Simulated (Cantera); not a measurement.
Charge: 1 mol SiH2Cl2, 7.9 mol H2O, equilibrated at 1675 K and 0.100 bar.

These are equilibrium values from Cantera (NASA tables, ideal gas, pure condensed phases), not measurements of a reactor. Candidate condensed phases: H2O, Si, SiO2; 30 gas species. The tables hold silica as quartz up to 1696 K and as liquid above; real silica turns to tridymite and cristobalite and melts near 1996 K. Gases not in the tables: Si(OH)4. Kinetics and transport are ignored.

Base state: H2O 0.596, H2 0.202, HCl 0.202, H 0.000165, Cl 0.000129, OH 2.35e-5 (mole fractions); condensed: SiO2(β-quartz).

Problem. What changes in the equilibrium state with this change: pressure from 0.100 bar to 0.000130 bar?

Solution. 
```tsv
species	before	after
H2O	0.596	0.593
H2	0.202	0.200
HCl	0.202	0.198
H	0.000165	0.00456
Cl	0.000129	0.00351
SiO	5.32e-7	0.000408
O2	2.07e-8	1.60e-5
O	1.55e-8	1.20e-5
OH	2.35e-5	0.000652
SiO2(β-quartz), mol	1.000	0.996
```
